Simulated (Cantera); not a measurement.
An isothermal, constant-pressure homogeneous reactor starts with CH4 : H2O = 1 : 0.64 (molar parts), at 1450 K and 2.07 atm. Integrator tolerance rtol = 1e-08.

Computed with Cantera and GRI-Mech 3.0 (53 species, 325 reactions). GRI-Mech 3.0 stops at C3 and has no aromatics, soot or wall deposition, so with more carbon than oxygen in the feed, carbon stays in small species such as C2H2 where larger ones or solid carbon would form.

Question: What does this change do: temperature 1450 to 2200 K?

Answer: 
```csv
quantity,before,after
x(CH4) at 10.0 s,0.213 (gas-phase equilibrium 0.108),0.00162 (gas-phase equilibrium 0.00162)
x(H2O) at 10.0 s,0.210 (gas-phase equilibrium 2.12e-5),3.23e-6 (gas-phase equilibrium 3.25e-6)
x(H2O2) at 10.0 s,<1e-12 (gas-phase equilibrium <1e-12),<1e-12 (gas-phase equilibrium <1e-12)
x(H) at 10.0 s,4.30e-6 (gas-phase equilibrium 5.37e-6),0.00338 (gas-phase equilibrium 0.00338)
x(O2) at 10.0 s,<1e-12 (gas-phase equilibrium <1e-12),<1e-12 (gas-phase equilibrium <1e-12)
```
